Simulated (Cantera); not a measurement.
What does this Cantera script print?

```python
import numpy as np
import cantera as ct

gas = ct.Solution("gri30.yaml")
gas.TPX = 925, 39000, {'H2': 0.34, 'O2': 1, 'N2': 2.4}
reactor = ct.IdealGasConstPressureReactor(gas, energy="off", clone=False)
net = ct.ReactorNet([reactor])
net.rtol, net.atol = 1e-08, 1e-18
show = ['H2', 'O2', 'H', 'H2O2', 'O', 'NO']
times = np.geomspace(8e-06, 4, 14)

steps = ct.SolutionArray(gas, extra=["t"])
rows = []
print(f"{'t/s':>10s}{'T/K':>9s}{'P/Pa':>11s}" + "".join(f"{s:>11s}" for s in show))
for t in times:
    while net.time < t:
        t_next = net.step()
        steps.append(gas.state, t=t_next)
    rows.append([np.interp(t, steps.t, y) for y in (steps.T, steps.P, *steps(*show).X.T)])
    print(f"{t:10.3e}{rows[-1][0]:9.1f}{rows[-1][1]:11.4g}" + "".join(f"{x:11.3e}" for x in rows[-1][2:]))
rate = np.gradient(steps.T, steps.t)
print("integrator steps:", len(steps.t))
if steps.T.max() > steps.T[0] + 200:
    print(f"time of steepest temperature rise: {steps.t[rate.argmax()]:.4e} s")
gas.TPX = 925, 39000, {'H2': 0.34, 'O2': 1, 'N2': 2.4}
gas.equilibrate("TP")
print(f"equilibrium (TP): T = {gas.T:.1f} K  " + "  ".join(f"{s} {gas[s].X[0]:.3e}" for s in show))
```

Output:

```
       t/s      T/K       P/Pa         H2         O2          H       H2O2          O         NO
 8.000e-06    925.0    3.9e+04  9.091e-02  2.674e-01  5.088e-12  2.653e-16  6.276e-13  1.552e-27
 2.195e-05    925.0    3.9e+04  9.091e-02  2.674e-01  1.313e-11  2.248e-15  3.419e-12  3.653e-26
 6.024e-05    925.0    3.9e+04  9.091e-02  2.674e-01  4.383e-11  2.238e-14  1.716e-11  9.848e-25
 1.653e-04    925.0    3.9e+04  9.091e-02  2.674e-01  3.312e-10  3.732e-13  1.478e-10  8.748e-23
 4.535e-04    925.0    3.9e+04  9.091e-02  2.674e-01  3.422e-08  5.156e-11  1.555e-08  1.028e-18
 1.245e-03    925.0    3.9e+04  5.222e-02  2.519e-01  1.854e-03  4.762e-06  8.347e-04  2.389e-08
 3.415e-03    925.0    3.9e+04  1.813e-02  2.394e-01  8.157e-06  3.722e-05  1.319e-05  3.188e-08
 9.371e-03    925.0    3.9e+04  1.709e-02  2.390e-01  5.370e-07  1.019e-04  1.016e-06  1.360e-08
 2.571e-02    925.0    3.9e+04  1.614e-02  2.386e-01  5.635e-07  1.813e-04  1.075e-06  1.360e-08
 7.056e-02    925.0    3.9e+04  1.365e-02  2.376e-01  4.863e-07  2.835e-04  1.000e-06  1.266e-08
 1.936e-01    925.0    3.9e+04  8.793e-03  2.357e-01  2.843e-07  2.719e-04  7.860e-07  1.024e-08
 5.312e-01    925.0    3.9e+04  3.270e-03  2.337e-01  8.387e-08  1.162e-04  4.806e-07  6.762e-09
 1.458e+00    925.0    3.9e+04  5.795e-04  2.327e-01  8.201e-09  1.335e-05  1.468e-07  3.561e-09
 4.000e+00    925.0    3.9e+04  8.219e-05  2.325e-01  3.938e-10  6.304e-07  1.435e-08  1.511e-09
integrator steps: 1480
equilibrium (TP): T = 925.0 K  H2 2.487e-12  O2 2.325e-01  H 6.619e-16  H2O2 2.864e-11  O 1.041e-11  NO 1.254e-05
```

Computed with Cantera and GRI-Mech 3.0 (53 species, 325 reactions). Below about 950 K walls govern HO2 and H2O2 in real vessels. The temperature is held fixed by assumption; the heat of reaction is taken as removed at once.
